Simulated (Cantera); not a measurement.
An adiabatic, constant-volume homogeneous reactor starts with CO : H₂ : O₂ : N₂ = 1 : 0.11 : 0.816 : 3.07 (molar parts), at 1548 K and 5.00 bar. Integrator tolerance rtol = 1e-08.

Computed with Cantera and GRI-Mech 3.0 (53 species, 325 reactions). The hydrogen kinetics of GRI-Mech 3.0 are dated; newer H2 mechanisms differ, most at raised pressure.

Question: What does this change do: pressure from 5.00 bar to 29.0 bar?

Answer: 
```csv
quantity,before,after
time of steepest temperature rise,6.32 µs,2.63 µs
temperature at 0.200 s,2928 K,3061 K
equilibrium temperature,2928 K,3061 K
x(CO) at 0.200 s,0.0543 (gas-phase equilibrium 0.0543),0.0413 (gas-phase equilibrium 0.0413)
x(H₂) at 0.200 s,0.000837 (gas-phase equilibrium 0.000837),0.000602 (gas-phase equilibrium 0.000602)
x(O₂) at 0.200 s,0.0673 (gas-phase equilibrium 0.0673),0.0613 (gas-phase equilibrium 0.0613)
x(H₂O) at 0.200 s,0.0182 (gas-phase equilibrium 0.0182),0.0195 (gas-phase equilibrium 0.0195)
x(N₂O) at 0.200 s,3.44e-6 (gas-phase equilibrium 3.44e-6),9.60e-6 (gas-phase equilibrium 9.60e-6)
x(H) at 0.200 s,0.00124 (gas-phase equilibrium 0.00124),0.000649 (gas-phase equilibrium 0.000649)
x(NO₂) at 0.200 s,2.30e-5 (gas-phase equilibrium 2.30e-5),5.52e-5 (gas-phase equilibrium 5.52e-5)
```
The pressure lies above the range GRI-Mech 3.0 was tuned for (to about 10 atm). Above 3000 K some thermodynamic fits are extrapolated.
